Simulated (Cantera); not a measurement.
Input (Python, Cantera):

```python
import numpy as np
import cantera as ct

gas = ct.Solution("gri30.yaml")


def delay(T, t_max=10):
    gas.TPX = T, 500000, {'CO': 1, 'H2': 0.19, 'O2': 1.42, 'N2': 7.65}
    reactor = ct.IdealGasReactor(gas, clone=False)
    net = ct.ReactorNet([reactor])
    net.rtol, net.atol = 1e-8, 1e-16
    while net.time < t_max:
        t_old, T_old = net.time, reactor.T
        net.step()
        if reactor.T > T + 400:  # ignition: a rise of 400 K
            return t_old + (T + 400 - T_old) / (reactor.T - T_old) * (net.time - t_old)
    return np.nan


taus = []
for T in [1175, 1250, 1325, 1400, 1475, 1550, 1625, 1700, 1775, 1850]:
    taus.append(delay(T))
    print(f"T0 = {T:6g} K   tau = {taus[-1]:.4e} s")
```

Result:

```
T0 =   1175 K   tau = 8.2779e-05 s
T0 =   1250 K   tau = 4.0840e-05 s
T0 =   1325 K   tau = 2.7589e-05 s
T0 =   1400 K   tau = 2.1452e-05 s
T0 =   1475 K   tau = 1.8088e-05 s
T0 =   1550 K   tau = 1.6100e-05 s
T0 =   1625 K   tau = 1.4915e-05 s
T0 =   1700 K   tau = 1.4266e-05 s
T0 =   1775 K   tau = 1.4019e-05 s
T0 =   1850 K   tau = 1.4110e-05 s
```

Cantera simulation using GRI-Mech 3.0 (53 species, 325 reactions); the numbers are that mechanism's predictions, not measurements. The hydrogen kinetics of GRI-Mech 3.0 are dated; newer H2 mechanisms differ, most at raised pressure. Where the delays flatten at high temperature, the 400 K rule measures the pace of heat release, not the induction time.
